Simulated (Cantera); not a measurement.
Mixture: H₂ : O₂ : N₂ = 1 : 0.238 : 1.6 (molar parts), at 36.5 atm, adiabatic and at constant volume. Ignition delay is the time to a rise of 400 K.

Detailed kinetics in Cantera: GRI-Mech 3.0 (53 species, 325 reactions). The hydrogen kinetics of GRI-Mech 3.0 are dated; newer H2 mechanisms differ, most at raised pressure. The pressure lies above the range GRI-Mech 3.0 was tuned for (to about 10 atm).

Q: Predict: delay at 1000 K; delay at 1075 K; delay at 1150 K; delay at 1225 K; delay at 1300 K; delay at 1375 K; apparent activation energy between 1225 and 1375 K.

A: 
```
Property                                                Result
--------------------------------------------------  ----------
delay at 1000 K                                        3.63 ms
delay at 1075 K                                       0.813 ms
delay at 1150 K                                       0.217 ms
delay at 1225 K                                        64.9 µs
delay at 1300 K                                        20.3 µs
delay at 1375 K                                        6.21 µs
apparent activation energy between 1225 and 1375 K  220 kJ/mol
```
